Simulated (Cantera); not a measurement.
A perfectly stirred reactor is fed with CO : H2 : CH4 : O2 : N2 = 1 : 0.32 : 0.13 : 1.42 : 5.32 (molar parts), equivalence ratio 0.65, at 4.93 atm; it is adiabatic with a 648 K inlet, and is followed from long to short residence time, starting on the burning branch (τ in s: 0.46, 0.18, 0.068, 0.026, 0.01, 0.0039, 0.0015, 0.00057, 0.00022, 8.5e-05).

Model: GRI-Mech 3.0 (53 species, 325 reactions), integrated in Cantera.

Q: Predict: blow-out, bracketed by the residence times tried; x(CO) at τ = 0.460 s; x(H2) at τ = 0.460 s; x(CH4) at τ = 0.460 s; x(CO) at τ = 3.90 ms; x(H2) at τ = 3.90 ms; x(CH4) at τ = 3.90 ms; x(HCO) at τ = 3.90 ms.

A: 
```json
{
  "blow_out_bracketed_by_the_residence_times_tried": "burning at 85.0 µs, the shortest tried",
  "x(CO) at τ = 0.460 s": "0.00175",
  "x(H2) at τ = 0.460 s": "0.000167",
  "x(CH4) at τ = 0.460 s": "4.85e-8",
  "x(CO) at τ = 3.90 ms": "0.00425",
  "x(H2) at τ = 3.90 ms": "0.000356",
  "x(CH4) at τ = 3.90 ms": "3.66e-6",
  "x(HCO) at τ = 3.90 ms": "2.39e-8"
}
```
